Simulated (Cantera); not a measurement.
Charge: 1 mol n-butane, 34 mol H2, 1.8 mol N2, held at 24000 Torr.

These are equilibrium values from Cantera (NASA tables, ideal gas, pure condensed phases), not measurements of a reactor. Candidate condensed phases: C, C6H6, C7H8, C8H18; 110 gas species. Ions and electrons are included (thermal ionisation). The ideal-gas law is rough above about 30 bar. The numbers say what is thermodynamically allowed, not how fast it happens.

### Question
At 3500 K, list the 6 most abundant gas species with their mole fractions, and the condensed phases.

### Answer
H2 0.817, H 0.0943, C2H2 (acetylene) 0.0280, N2 0.0263, HCN 0.0244, HNC 0.00645. Condensed: gas only.
